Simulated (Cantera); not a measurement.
Transport properties of process gases

Gas mixture: CH3OH : H2O : NH3 : CO = 0.3 : 0.23 : 0.53 : 0.68 (molar parts), at 110000 Pa, frozen composition.

Cantera's kinetic-theory transport with the Lennard-Jones parameters of GRI-Mech 3.0, ideal gas; thermal conductivity in the multicomponent form. Polar gases are described roughly by these parameters. The composition is frozen, though it would react at the higher temperatures.

```json
[
 {"T (K)": "400", "ρ (kg/m³)": "0.795", "cp (J/kg/K)": "1524", "μ (µPa s)": "16.7", "λ (mW/m/K)": "36.7", "Pr": "0.696", "D (cm²/s) O": "0.495", "D (cm²/s) NH3": "0.310", "D (cm²/s) OH": "0.486"},
 {"T (K)": "600", "ρ (kg/m³)": "0.530", "cp (J/kg/K)": "1752", "μ (µPa s)": "24.0", "λ (mW/m/K)": "60.1", "Pr": "0.698", "D (cm²/s) O": "1.01", "D (cm²/s) NH3": "0.675", "D (cm²/s) OH": "0.993"},
 {"T (K)": "800", "ρ (kg/m³)": "0.398", "cp (J/kg/K)": "1953", "μ (µPa s)": "30.5", "λ (mW/m/K)": "84.9", "Pr": "0.702", "D (cm²/s) O": "1.66", "D (cm²/s) NH3": "1.15", "D (cm²/s) OH": "1.63"},
 {"T (K)": "1000", "ρ (kg/m³)": "0.318", "cp (J/kg/K)": "2125", "μ (µPa s)": "36.5", "λ (mW/m/K)": "110", "Pr": "0.705", "D (cm²/s) O": "2.42", "D (cm²/s) NH3": "1.72", "D (cm²/s) OH": "2.38"},
 {"T (K)": "1200", "ρ (kg/m³)": "0.265", "cp (J/kg/K)": "2265", "μ (µPa s)": "42.0", "λ (mW/m/K)": "135", "Pr": "0.707", "D (cm²/s) O": "3.29", "D (cm²/s) NH3": "2.38", "D (cm²/s) OH": "3.23"},
 {"T (K)": "1400", "ρ (kg/m³)": "0.227", "cp (J/kg/K)": "2381", "μ (µPa s)": "47.2", "λ (mW/m/K)": "159", "Pr": "0.708", "D (cm²/s) O": "4.26", "D (cm²/s) NH3": "3.12", "D (cm²/s) OH": "4.19"},
 {"T (K)": "1600", "ρ (kg/m³)": "0.199", "cp (J/kg/K)": "2475", "μ (µPa s)": "52.1", "λ (mW/m/K)": "182", "Pr": "0.709", "D (cm²/s) O": "5.33", "D (cm²/s) NH3": "3.93", "D (cm²/s) OH": "5.23"}
]
```
D: mixture-averaged diffusion coefficient of that species in the mixture.
